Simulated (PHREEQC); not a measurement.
0.028 g of hydrous ferric oxide (600 m²/g; 0.2 weak and 0.005 strong sites per Fe, Dzombak-Morel constants, diffuse double layer) in 1 kg of water with 0.005 mol/kgw of an inert sodium salt and 6.5e-07 mol/kgw Na2HAsO4 and 5e-06 mol/kgw CaCl2, at 25 °C; the pH is set by adding NaOH or the inert anion's acid. Oxygen alone is held at its pressure in air (log pO2 = -0.68). The system is closed to CO2. Nothing may precipitate in this run.

Base run: PHREEQC, ion-association model, wateq4f.dat. Each further column changes one thing. The table gives As sorbed (%).

```tsv
pH	base	no electrostatic term (-no_edl)	background salt from 0.005 to 0.0005 mol/kgw	oxide from 0.028 to 0.14 g/kgw	0.0003 mol/kgw NaH2PO4 added
3	100.0	88.3	100.0	100.0	57.6
4	100.0	[?]	100.0	100.0	58.0
4.5	100.0	90.2	100.0	100.0	[?]
5.5	100.0	[?]	100.0	100.0	[?]
6.5	100.0	[?]	100.0	100.0	47.7
7.5	100.0	98.9	100.0	100.0	37.8
8	99.8	[?]	99.8	100.0	[?]
9	92.6	99.9	92.9	98.3	33.5
```

**Question.** Complete the blanks.

**Answer.** 
- 4, no electrostatic term (-no_edl): 89.9
- 4.5, 0.0003 mol/kgw NaH2PO4 added: 57.3
- 5.5, no electrostatic term (-no_edl): 92.3
- 5.5, 0.0003 mol/kgw NaH2PO4 added: 54.0
- 6.5, no electrostatic term (-no_edl): 96.8
- 8, no electrostatic term (-no_edl): 99.6
- 8, 0.0003 mol/kgw NaH2PO4 added: 31.9

The database has no arsenate complexes of Ca. The oxide is taken as insoluble; below pH 4 it would dissolve. H3PO4, which wateq4f.dat lacks, is added to it with the constant of phreeqc.dat.
